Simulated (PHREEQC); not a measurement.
# Spent oxide etchant (model solution)

Make-up at 25 °C: 47 mmol/kgw NH4HF2, 5.4 mmol/kgw H2SiF6, 1.6 mmol/kgw H3AsO4 and 0.069 mmol/kgw H2SO4. Closed to the air; pH follows from the charge balance.

Computed with PHREEQC (ion-association model, wateq4f.dat).

| Property | Result |
|---|---|
| pH | 2.93 |
| ionic strength | 0.0538 mol/kgw |
| total alkalinity | -81.1 meq/kg |

| species | molality | activity | log γ |
|---|---|---|---|
| NH4+ | 0.0470 | 0.0384 | -0.088 |
| HF | 0.0430 | 0.0435 | 0.005 |
| F- | 0.0309 | 0.0249 | -0.093 |
| SiF6-2 | 0.00540 | 0.00245 | -0.343 |
| HF2- | 0.00517 | 0.00417 | -0.093 |
| H2F2 | 0.00488 | 0.00494 | 0.005 |
| H+ | 0.00137 | 0.00116 | -0.070 |
| H2AsO4- | 0.00135 | 0.00110 | -0.088 |
| H3AsO4 | 0.000253 | 0.000256 | 0.005 |
| SO4-2 | 5.17e-5 | 2.34e-5 | -0.345 |
| NH4SO4- | 1.41e-5 | 1.15e-5 | -0.086 |
| HSO4- | 3.24e-6 | 2.64e-6 | -0.088 |

No solid was allowed to form. wateq4f.dat counts part of the HF as a dimer, H2F2, which phreeqc.dat doesn't know; its constant is uncertain. SiF6-2 is the database's only silicon fluoride.
